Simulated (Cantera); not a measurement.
Feed: 1 mol Si3H8, 2.6 mol HCl, 750 mol H2, 0.6 mol Cl2, equilibrated at 3.10 mbar.

Cantera equilibrium calculation (NASA polynomials, part measured and part estimated; ideal gas, pure solids and liquids). Candidate condensed phases: Si; 19 gas species. The feed counts by its element totals alone. Rates play no part.

Question: At 1077 °C, list the 4 most abundant gas species with their mole fractions, and the condensed phases.

Answer: H2 0.995, HCl 0.00488, SiCl2 6.74e-5, H 4.27e-5. Condensed: Si(s).
